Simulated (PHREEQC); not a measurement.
PHREEQC input (Pitzer model, pitzer.dat):

```
SOLUTION 1
  temp 25
  units mol/kgw
  pH 7 charge
  C(4) 0.514
  K 0.712
  Cl 0.14
  S(6) 0.017
END
USE solution 1
INCREMENTAL_REACTIONS false
REACTION 1
  H2O -1
  0 9.886 18.011 24.689 30.178 34.689 38.397 41.444
  43.949 46.007 47.699 49.089 50.232 51.172 51.944 52.578
  53.1 53.528 53.88 54.17 54.408 54.603 54.764 54.896
  55.005 55.094 55.168 55.228 moles
EQUILIBRIUM_PHASES 1
  Arcanite 0 0
  Kalicinite 0 0
  Misenite 0 0
  Sylvite 0 0
SELECTED_OUTPUT 1
  -reset false
  -pH true
  -pe true
  -ionic_strength true
  -water true
  -activities H2O
  -totals C Cl K S
  -molalities H+ K+ Cl- CO3-2 SO4-2 OH- HCO3- CO2 HSO4-
  -equilibrium_phases Arcanite Kalicinite Misenite Sylvite
PRINT
  -reset false
END
```

Selected output (columns that matter, 9 of 28 rows; water left (kg) added in front):

```
water left (kg)	pH	mu	C	Cl	K	S	m_H+	m_K+	m_Cl-	m_CO3-2	la_H2O	Arcanite	Kalicinite	Sylvite
1	8.4312	0.75524	0.514	0.14	0.712	0.017	6.5763e-09	0.712	0.14	0.026244	-0.0094939	0	0	0
0.555207	8.3329	1.3607	0.92578	0.25216	1.2824	0.030619	8.9655e-09	1.2824	0.25216	0.047638	-0.016898	0	0	0
0.253348	8.2104	2.9818	2.0288	0.5526	2.8104	0.067101	1.2587e-08	2.8104	0.5526	0.10435	-0.03632	0	0	0
0.140639	8.2696	4.7431	3.0341	0.99546	4.442	0.12088	1.0139e-08	4.442	0.99546	0.18021	-0.055995	0	0.087288	0
0.0641393	8.7559	5.8632	2.5867	2.1828	5.3723	0.11433	2.5017e-09	5.3723	2.1828	0.3766	-0.071462	0.0096671	0.34809	0
0.0355995	9.2224	7.3695	2.3409	3.4873	6.6307	0.064126	7.0558e-10	6.6307	3.4873	0.67476	-0.094151	0.014717	0.43066	0.015854
0.0197451	9.6193	8.4622	2.8158	3.0712	7.1985	0.047998	3.9977e-10	7.1985	3.0712	1.2157	-0.10139	0.016052	0.4584	0.079359
0.00898949	10.345	11.55	4.0542	2.0906	8.8581	0.021761	1.5782e-10	8.8581	2.0906	2.6698	-0.13008	0.016804	0.47755	0.12121
0.00497192	11.177	16.582	5.8622	1.0466	11.748	0.0062105	4.6402e-11	11.748	1.0466	4.8271	-0.20012	0.016969	0.48485	0.1348
```
